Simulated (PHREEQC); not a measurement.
Solution (25 °C): 0.011 mol NH4BF4 per kg of water. Closed to the air; pH follows from the charge balance.

The numbers come from PHREEQC with the ion-association model, wateq4f.dat.

Precipitation was switched off in this run.

Estimate the pH.

pH 2.94.

In which forms is F present?

BF4- 78 %, HF 8.4 %, BF3OH- 5.8 %, F- 5.5 %, BF2(OH)2- 1.4 % of the F.

Species that the database lacks are ignored. Real BF4- forms and hydrolyses slowly; the run takes it at equilibrium.
